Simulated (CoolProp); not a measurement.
1000 sccm (0 °C, 1 atm) of nitrogen bubbles through liquid n-perfluorohexane at 289.1 K and leaves saturated at a total pressure of 0.15 MPa (ideal gas phase). Each further row changes one setting.

Values from CoolProp's reference Helmholtz-energy equation of state, Gao 2022.

```csv
case,vapour pressure (kPa),mole fraction of vapour,delivery (mg/min),delivery (sccm),change of delivery for a bath 1 K warmer (%)
as stated,19.5,[?],2250,[?],5.6
bath temperature 294.1 K,24.6,0.164,2950,196,5.6
total pressure 0.3 MPa,19.5,[?],[?],[?],[?]
```

Complete the blanks.


- as stated, mole fraction of vapour: 0.130
- as stated, delivery (sccm): 149
- total pressure 0.3 MPa, mole fraction of vapour: 0.0649
- total pressure 0.3 MPa, delivery (mg/min): 1050
- total pressure 0.3 MPa, delivery (sccm): 69.4
- total pressure 0.3 MPa, change of delivery for a bath 1 K warmer (%): 5.2
